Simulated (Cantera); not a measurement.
A closed system holds: 1 mol CsOH, 2.6 mol H2O, at 1.05 Torr.

These are equilibrium values from Cantera (NASA tables, ideal gas, pure condensed phases), not measurements of a reactor. Candidate condensed phases: Cs, CsOH, H2O; 15 gas species. Kinetics and transport are ignored.

x: gas mole fraction; nothing condenses.

```json
[
 {"T (K)": "1300", "x H2O": "0.722", "x CsOH": "0.276", "x Cs": "0.00136", "x O2": "0.000377", "x H2": "8.63e-5", "x OH": "3.00e-5"},
 {"T (K)": "1350", "x H2O": "0.722", "x CsOH": "0.275", "x Cs": "…", "x O2": "…", "x H2": "…", "x OH": "…"},
 {"T (K)": "1400", "x H2O": "0.722", "x CsOH": "0.273", "x Cs": "0.00409", "x O2": "0.00112", "x H2": "0.000260", "x OH": "0.000116"},
 {"T (K)": "1450", "x H2O": "0.721", "x CsOH": "0.270", "x Cs": "…", "x O2": "…", "x H2": "…", "x OH": "…"},
 {"T (K)": "1500", "x H2O": "0.721", "x CsOH": "0.265", "x Cs": "0.0104", "x O2": "0.00286", "x H2": "0.000682", "x OH": "0.000371"},
 {"T (K)": "1550", "x H2O": "0.720", "x CsOH": "0.259", "x Cs": "0.0158", "x O2": "0.00431", "x H2": "0.00106", "x OH": "0.000626"},
 {"T (K)": "1600", "x H2O": "0.718", "x CsOH": "0.250", "x Cs": "0.0230", "x O2": "0.00629", "x H2": "0.00161", "x OH": "0.00102"},
 {"T (K)": "1650", "x H2O": "0.716", "x CsOH": "0.238", "x Cs": "0.0324", "x O2": "0.00888", "x H2": "0.00238", "x OH": "0.00161"},
 {"T (K)": "1700", "x H2O": "0.714", "x CsOH": "0.224", "x Cs": "0.0441", "x O2": "0.0121", "x H2": "0.00348", "x OH": "0.00246"},
 {"T (K)": "1750", "x H2O": "0.710", "x CsOH": "0.207", "x Cs": "0.0580", "x O2": "0.0160", "x H2": "0.00500", "x OH": "0.00366"}
]
```

Question: What belongs in the gaps?

Answer: 
- 1450, x Cs: 0.00666
- 1450, x O2: 0.00183
- 1450, x H2: 0.000427
- 1450, x OH: 0.000211
- 1350, x Cs: 0.00242
- 1350, x O2: 0.000665
- 1350, x H2: 0.000153
- 1350, x OH: 6.04e-5
